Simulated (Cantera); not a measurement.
# Adiabatic ignition

An adiabatic, constant-volume homogeneous reactor starts with CH4 : O2 : N2 : CO2 = 1 : 2.47 : 6.7 : 3.5 (molar parts), at 1625 K and 1430 Torr.

Computed with Cantera and GRI-Mech 3.0 (53 species, 325 reactions).

| t (s) | T (K) | P (bar) | x CH4 | x O2 | x CO2 | x CH3 | x CO | x OH |
|---|---|---|---|---|---|---|---|---|
| 2.00e-6 | 1625 | 1.90 | 0.0731 | 0.181 | 0.256 | 3.12e-6 | 2.60e-8 | 8.13e-8 |
| 4.69e-6 | 1625 | 1.90 | 0.0731 | 0.181 | 0.256 | 8.01e-6 | 6.78e-8 | 1.12e-7 |
| 1.10e-5 | 1625 | 1.90 | 0.0731 | 0.181 | 0.256 | 2.13e-5 | 1.95e-7 | 1.97e-7 |
| 2.57e-5 | 1625 | 1.90 | 0.0731 | 0.181 | 0.256 | 6.24e-5 | 8.55e-7 | 4.58e-7 |
| 6.02e-5 | 1625 | 1.90 | 0.0728 | 0.181 | 0.256 | 0.000205 | 1.05e-5 | 1.43e-6 |
| 0.000141 | 1634 | 1.91 | 0.0701 | 0.179 | 0.256 | 0.000649 | 0.000388 | 7.88e-6 |
| 0.000331 | 2650 | 3.21 | <1e-12 | 0.0565 | 0.264 | <1e-12 | 0.0537 | 0.0144 |
| 0.000775 | 2661 | 3.22 | <1e-12 | 0.0550 | 0.266 | <1e-12 | 0.0521 | 0.0141 |
| 0.00181 | 2657 | 3.22 | <1e-12 | 0.0533 | 0.266 | <1e-12 | 0.0519 | 0.0139 |
| 0.00425 | 2651 | 3.21 | <1e-12 | 0.0513 | 0.266 | <1e-12 | 0.0517 | 0.0136 |
| 0.00996 | 2649 | 3.21 | <1e-12 | 0.0506 | 0.266 | <1e-12 | 0.0516 | 0.0134 |
| 0.0233 | 2649 | 3.21 | <1e-12 | 0.0506 | 0.266 | <1e-12 | 0.0516 | 0.0134 |
| 0.0547 | 2649 | 3.21 | <1e-12 | 0.0506 | 0.266 | <1e-12 | 0.0516 | 0.0134 |
| 0.128 | 2649 | 3.21 | <1e-12 | 0.0506 | 0.266 | <1e-12 | 0.0516 | 0.0134 |
| 0.300 | 2649 | 3.21 | <1e-12 | 0.0506 | 0.266 | <1e-12 | 0.0516 | 0.0134 |
x: mole fraction; the columns are a selection and need not sum to one.

```json
{
  "time_of_steepest_temperature_rise": "0.241 ms",
  "temperature at 0.300 s": "2649 K",
  "equilibrium_temperature": "2649 K",
  "x(CH4) at 0.300 s": "<1e-12 (gas-phase equilibrium <1e-12)",
  "x(O2) at 0.300 s": "0.0506 (gas-phase equilibrium 0.0506)",
  "x(CO2) at 0.300 s": "0.266 (gas-phase equilibrium 0.266)"
}
```
